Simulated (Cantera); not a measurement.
An isothermal, constant-pressure homogeneous reactor starts with 0.475 % CH₄, 2.52 % O₂, 97.0 % N₂, at 1050 K and 1300000 Pa.

Computed with Cantera and GRI-Mech 3.0 (53 species, 325 reactions). The pressure lies above the range GRI-Mech 3.0 was tuned for (to about 10 atm).

x: mole fraction; the columns are a selection and need not sum to one.

```json
[
 {"t (s)": "3.00e-5", "x CH₄": "0.00475", "x O₂": "0.0252", "x H₂O₂": "<1e-12", "x H₂O": "<1e-12", "x N₂O": "<1e-12"},
 {"t (s)": "8.40e-5", "x CH₄": "0.00475", "x O₂": "0.0252", "x H₂O₂": "<1e-12", "x H₂O": "5.87e-12", "x N₂O": "<1e-12"},
 {"t (s)": "0.000235", "x CH₄": "0.00475", "x O₂": "0.0252", "x H₂O₂": "5.22e-12", "x H₂O": "4.84e-11", "x N₂O": "<1e-12"},
 {"t (s)": "0.000659", "x CH₄": "0.00475", "x O₂": "0.0252", "x H₂O₂": "3.06e-11", "x H₂O": "4.16e-10", "x N₂O": "<1e-12"},
 {"t (s)": "0.00185", "x CH₄": "0.00475", "x O₂": "0.0252", "x H₂O₂": "1.32e-10", "x H₂O": "3.89e-9", "x N₂O": "<1e-12"},
 {"t (s)": "0.00517", "x CH₄": "0.00475", "x O₂": "0.0252", "x H₂O₂": "4.36e-10", "x H₂O": "4.17e-8", "x N₂O": "<1e-12"},
 {"t (s)": "0.0145", "x CH₄": "0.00475", "x O₂": "0.0252", "x H₂O₂": "1.32e-9", "x H₂O": "4.67e-7", "x N₂O": "4.47e-12"},
 {"t (s)": "0.0406", "x CH₄": "0.00475", "x O₂": "0.0252", "x H₂O₂": "3.80e-9", "x H₂O": "3.44e-6", "x N₂O": "3.04e-11"},
 {"t (s)": "0.114", "x CH₄": "0.00471", "x O₂": "0.0252", "x H₂O₂": "4.25e-8", "x H₂O": "3.96e-5", "x N₂O": "2.81e-10"},
 {"t (s)": "0.318", "x CH₄": "8.31e-5", "x O₂": "0.0171", "x H₂O₂": "6.75e-7", "x H₂O": "0.00927", "x N₂O": "[?]"},
 {"t (s)": "0.892", "x CH₄": "1.87e-6", "x O₂": "0.0163", "x H₂O₂": "7.91e-8", "x H₂O": "0.00949", "x N₂O": "[?]"},
 {"t (s)": "2.50", "x CH₄": "1.00e-8", "x O₂": "0.0159", "x H₂O₂": "1.69e-8", "x H₂O": "0.00950", "x N₂O": "[?]"},
 {"t (s)": "7.00", "x CH₄": "1.14e-11", "x O₂": "0.0158", "x H₂O₂": "2.02e-9", "x H₂O": "0.00951", "x N₂O": "[?]"}
]
```

### Question
What belongs in the gaps?

### Answer

- 0.318, x N₂O: 6.16e-8
- 0.892, x N₂O: 1.68e-7
- 2.50, x N₂O: 2.55e-7
- 7.00, x N₂O: 2.33e-7
